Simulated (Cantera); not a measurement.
Ignition delay

Mixture: CO : H2 : CH4 : O2 : N2 = 1 : 0.24 : 0.61 : 0.968 : 2.42 (molar parts), equivalence ratio 1.9, at 310000 Pa, adiabatic and at constant volume. Ignition delay is the time to a rise of 400 K.

Cantera simulation using GRI-Mech 3.0 (53 species, 325 reactions); the numbers are that mechanism's predictions, not measurements.

```tsv
T0 (K)	delay (ms)
1100	3.18
1175	1.69
1250	0.898
1325	0.481
1400	0.263
```

```yaml
apparent activation energy between 1250 and 1400 K: 120 kJ/mol
```
